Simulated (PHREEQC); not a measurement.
Solution (34 °C): 180 mmol/kgw HF, 0.64 mmol/kgw (CH3)4NF, 1.2 mmol/kgw (NH4)2SiF6 and 0.2 mmol/kgw H2SO4. Closed to the air; pH follows from the charge balance.

Computed with PHREEQC (ion-association model, phreeqc.dat).

```yaml
pH: 1.91
ionic_strength: 0.0181 mol/kgw
total_alkalinity: -185 meq/kg
```

```json
[
 {"species": "HF", "molality": "0.161", "activity": "0.162", "log γ": "0.002"},
 {"species": "H+", "molality": "0.0138", "activity": "0.0123", "log γ": "-0.050"},
 {"species": "F-", "molality": "0.00854", "activity": "0.00743", "log γ": "-0.060"},
 {"species": "HF2-", "molality": "0.00560", "activity": "0.00489", "log γ": "-0.059"},
 {"species": "NH4+", "molality": "0.00240", "activity": "0.00208", "log γ": "-0.063"},
 {"species": "SiF6-2", "molality": "0.00120", "activity": "0.000709", "log γ": "-0.228"},
 {"species": "(CH3)4N+", "molality": "0.000640", "activity": "0.000558", "log γ": "-0.059"},
 {"species": "SO4-2", "molality": "9.96e-5", "activity": "5.88e-5", "log γ": "-0.229"},
 {"species": "HSO4-", "molality": "9.86e-5", "activity": "8.61e-5", "log γ": "-0.059"},
 {"species": "NH4SO4-", "molality": "1.80e-6", "activity": "1.57e-6", "log γ": "-0.059"}
]
```

This is a speciation only: nothing precipitates in the calculation. (CH3)4N+ isn't in the database: it is added as a free cation with an ion size of 4 Å. SiF6-2 is the database's only silicon fluoride.
